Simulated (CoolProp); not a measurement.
Properties of normal hydrogen along the isobar 5.54 MPa (Tc = 33.1 K, pc = 1.296 MPa, ω = -0.219).

Model: reference Helmholtz-energy equation of state, Leachman 2009, in CoolProp.

```
T (K)          phase       Z  cp (kJ/(kg K))  cv (kJ/(kg K))  expansivity (1/kK)  viscosity (µPa s)
-----  -------------  ------  --------------  --------------  ------------------  -----------------
29.1          liquid  0.6746           11.57             ___               15.81               11.0
49.8   supercritical  0.7226           20.29           6.705               39.19               4.69
70.6   supercritical  0.9257           14.43           6.694               20.06               4.06
91.3   supercritical  0.9958           12.95           7.031               12.94               4.39
112.1  supercritical   1.023           12.78           7.572               9.710               4.85
132.8  supercritical   1.034           12.99           8.138               7.855               5.33
153.6  supercritical   1.039           13.29           8.647               6.628               5.82
174.3  supercritical   1.040             ___             ___               5.756               6.29
195.1  supercritical   1.040           13.82           9.408               5.095               6.76
215.8  supercritical   1.039           14.02           9.672               4.579               7.22
236.6  supercritical   1.037           14.18           9.876               4.160               7.67
257.3  supercritical     ___           14.30           10.03               3.816               8.11
278.1  supercritical   1.034           14.39           10.14               3.525               8.54
298.8  supercritical   1.033             ___           10.23               3.277               8.96
319.6  supercritical   1.031           14.49             ___               3.062               9.38
```

### Question
Fill in the missing entries.

### Answer

- 29.1, cv (kJ/(kg K)): 6.239
- 174.3, cp (kJ/(kg K)): 13.58
- 174.3, cv (kJ/(kg K)): 9.069
- 257.3, Z: 1.036
- 298.8, cp (kJ/(kg K)): 14.45
- 319.6, cv (kJ/(kg K)): 10.29

The peak of cp marks the crossing from liquid-like to gas-like fluid above the critical point.

Viscosity comes from a separate model (Muzny 2013).
